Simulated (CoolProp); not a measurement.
Properties of sulfur dioxide at several states.

Values from CoolProp's reference Helmholtz-energy equation of state, Gao 2016.

```tsv
T (K)	p (MPa)	phase	density (kg/m³)	cp (kJ/(kg K))	isothermal compressibility (1/MPa)	expansivity (1/kK)	fugacity coefficient
507.4	0.0111	gas	0.1686	0.7301	90.11	1.973	0.9997
518.8	0.121	gas	1.802	0.7375	8.287	1.947	0.9973
419.6	14.3	liquid	990.9	1.771	0.01094	5.037	0.3670
391.8	18.9	liquid	1136	1.498	0.004331	3.011	0.2099
234.1	1.45	liquid	1538	1.359	0.0007893	1.640	0.01609
335.2	0.0562	gas	1.300	0.6519	17.90	3.049	0.9940
```
